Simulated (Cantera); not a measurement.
A closed system holds: 1 mol Si₂H₆, 5.1 mol O₂, 0.18 mol CO₂, held at 1200 K and 34.0 Pa.

Method: chemical equilibrium by Gibbs-energy minimisation in Cantera with the NASA 1993 tables (ideal gas, pure condensed phases). Candidate condensed phases: C, C₆H₆, C₇H₈, C₈H₁₈, H₂O, Si, SiC, SiO₂; 123 gas species. The feed counts by its element totals alone. The tables hold silica as quartz up to 1696 K and as liquid above; real silica turns to tridymite and cristobalite and melts near 1996 K. Kinetics and transport are ignored.

Base state: H₂O 0.628, O₂ 0.335, CO₂ 0.0377, OH 6.20e-5 (mole fractions); condensed: SiO₂(β-quartz).

### Question
What changes in the equilibrium state with this change: O₂ from 5.1 to 2.4 mol?

### Answer
```
species               before    after
-------------------  -------  -------
H₂                   7.48e-7    0.649
H₂O                    0.628    0.294
CO                   6.16e-8   0.0426
O₂                     0.335    <1e-9
CO₂                   0.0377   0.0140
OH                   6.20e-5  3.12e-8
SiO₂(β-quartz), mol     2.00     2.00
```
